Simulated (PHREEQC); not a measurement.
**Alkaline etch or developer: speciation**

Make-up at 25 °C: 0.026 mol/kgw LiOH, 7.2e-07 mol/kgw H4SiO4 and 0.15 mol/kgw K2CO3. Closed to the air; pH follows from the charge balance.

Model: ion-association model, wateq4f.dat, run in PHREEQC.

Precipitation was switched off in this run.

Problem. Estimate the pH, ionic strength, activity of water.

Solution. pH 12.23; ionic strength 0.475 mol/kgw; activity of water 0.991.

Problem. In which forms is Si present?

Solution. H3SiO4- 75 %, H2SiO4-2 25 % of the Si.
